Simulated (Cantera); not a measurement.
An isothermal, constant-pressure homogeneous reactor starts with C2H6 : N2 = 1 : 25 (molar parts), at 1223 K and 0.178 atm. Integrator tolerance rtol = 1e-08.

Cantera simulation using GRI-Mech 3.0 (53 species, 325 reactions); the numbers are that mechanism's predictions, not measurements. GRI-Mech 3.0 stops at C3 and has no aromatics, soot or wall deposition, so with more carbon than oxygen in the feed, carbon stays in small species such as C2H2 where larger ones or solid carbon would form.

Question: What does this change do: pressure from 0.178 atm to 0.000503 atm?

Answer: 
| quantity | before | after |
|---|---|---|
| x(C2H6) at 20.0 s | 3.04e-6 (gas-phase equilibrium 1.24e-6) | 3.35e-5 (gas-phase equilibrium 1.92e-11) |
| x(CH4) at 20.0 s | 0.00575 (gas-phase equilibrium 0.00899) | 0.0131 (gas-phase equilibrium 3.94e-5) |
| x(C2H2) at 20.0 s | 0.0303 (gas-phase equilibrium 0.0118) | 0.0158 (gas-phase equilibrium 0.0148) |
| x(C2H) at 20.0 s | 3.68e-11 (gas-phase equilibrium 7.95e-12) | 5.67e-10 (gas-phase equilibrium 1.69e-10) |
| x(H) at 20.0 s | 3.25e-7 (gas-phase equilibrium 1.71e-7) | 6.24e-6 (gas-phase equilibrium 3.58e-6) |
| x(H2) at 20.0 s | 0.0605 (gas-phase equilibrium 0.0576) | 0.0393 (gas-phase equilibrium 0.0714) |
Radical loss at walls, strong at low pressure, is not modelled.

Question: What does this change do: pressure from 0.178 atm to 1.00 atm?

Answer: 
```json
[
 {"quantity": "x(C2H6) at 20.0 s", "before": "3.04e-6 (gas-phase equilibrium 1.24e-6)", "after": "4.61e-5 (gas-phase equilibrium 1.12e-5)"},
 {"quantity": "x(CH4) at 20.0 s", "before": "0.00575 (gas-phase equilibrium 0.00899)", "after": "0.0105 (gas-phase equilibrium 0.0219)"},
 {"quantity": "x(C2H2) at 20.0 s", "before": "0.0303 (gas-phase equilibrium 0.0118)", "after": "0.0221 (gas-phase equilibrium 0.00778)"},
 {"quantity": "x(C2H) at 20.0 s", "before": "3.68e-11 (gas-phase equilibrium 7.95e-12)", "after": "2.39e-11 (gas-phase equilibrium 2.73e-12)"},
 {"quantity": "x(H) at 20.0 s", "before": "3.25e-7 (gas-phase equilibrium 1.71e-7)", "after": "2.29e-7 (gas-phase equilibrium 5.85e-8)"},
 {"quantity": "x(H2) at 20.0 s", "before": "0.0605 (gas-phase equilibrium 0.0576)", "after": "0.0480 (gas-phase equilibrium 0.0378)"}
]
```
